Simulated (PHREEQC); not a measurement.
CaCl2 is added in steps, without added water, to 1 kg of water holding 5.2 mmol/kgw NaHCO3, 0.087 mmol/kgw NaOH and 3 mmol/kgw NaCl, at 84 °C. The system is closed to CO2. Solids allowed: Calcite, Gaylussite, Halite, Nahcolite, Natron, Pirssonite, Portlandite, Trona. Others were left out.

Base run: PHREEQC, Pitzer model, pitzer.dat. Each further column changes one thing. The table gives pH.

| CaCl2 added (mol) | base | database phreeqc.dat, all activity coefficients set to 1 | database phreeqc.dat, Debye-Hückel limiting law | database phreeqc.dat | database phreeqc.dat, metal-ligand complexes left out |
|---|---|---|---|---|---|
| 0 | 8.23 | 8.11 | 8.07 | 8.07 | 8.23 |
| 0.0003844 | 7.60 | 7.58 | 7.61 | 7.60 | 7.62 |
| 0.0007688 | 7.26 | 7.25 | 7.30 | 7.29 | 7.29 |
| 0.001153 | 7.05 | 7.04 | 7.11 | 7.10 | 7.09 |
| 0.001538 | 6.92 | 6.89 | 6.98 | 6.97 | 6.96 |
| 0.001922 | 6.81 | 6.78 | 6.89 | 6.87 | 6.86 |
| 0.002178 | 6.76 | 6.71 | 6.84 | 6.81 | 6.80 |
| 0.002563 | 6.69 | 6.64 | 6.77 | 6.75 | 6.74 |
| 0.002947 | 6.63 | 6.57 | 6.72 | 6.69 | 6.68 |
| 0.003331 | 6.59 | 6.52 | 6.68 | 6.65 | 6.64 |
| 0.003716 | 6.55 | 6.48 | 6.64 | 6.61 | 6.60 |
| 0.0041 | 6.51 | 6.44 | 6.61 | 6.57 | 6.56 |

At this temperature some constants are extrapolated from 25 °C, and those without enthalpy data are left unchanged. pitzer.dat has no redox and few complexes: it carries them in its interaction parameters. Solids allowed in the column 'database phreeqc.dat, all activity coefficients set to 1': Calcite, Halite. Solids allowed in the column 'database phreeqc.dat, Debye-Hückel limiting law': Calcite, Halite. Solids allowed in the column 'database phreeqc.dat': Calcite, Halite. Solids allowed in the column 'database phreeqc.dat, metal-ligand complexes left out': Calcite, Halite.
